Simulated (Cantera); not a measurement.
Input: 1 mol Al, a varied amount of Cl2, held at 18.0 mbar.

Cantera equilibrium calculation (NASA polynomials, part measured and part estimated; ideal gas, pure solids and liquids). Candidate condensed phases: Al, AlCl3; 8 gas species. The tables' values for AlCl2 are old estimates. Equilibrium is a limit: real reactors are often held back by kinetics, nucleation or transport.

Stable condensed phases, one row left out:

```
T in °C \ n(Cl2) in mol
         0.94  1.2  1.4  1.8  2.2  2.7  3.3  4.1    5  6.2
    950     A    A    A    A    A    A    A    A    A    A
    850     B    A    A    A    A    A    A    A    A    A
    800     B    B    A    A    A    A    A    A    A    A
    750     B    B    A    A    A    A    A    A    A    A
    700     B    B    B    A    A    A    A    A    A    A
    650     B    B    B    A    A    A    A    A    A    A
    600     B    B    B    A    A    A    A    A    A    A
    550     B    B    B    A    A    A    A    A    A    A
    500     B    B    B    A    A    A    A    A    A    A
    450     B    B    B    A    A    A    A    A    A    A
    400     B    B    B    A    A    A    A    A    A    A
```

A: gas only; B: Al.

### Question
Give the row for 900 °C.

### Answer
0.94: gas only; 1.2: gas only; 1.4: gas only; 1.8: gas only; 2.2: gas only; 2.7: gas only; 3.3: gas only; 4.1: gas only; 5: gas only; 6.2: gas only.
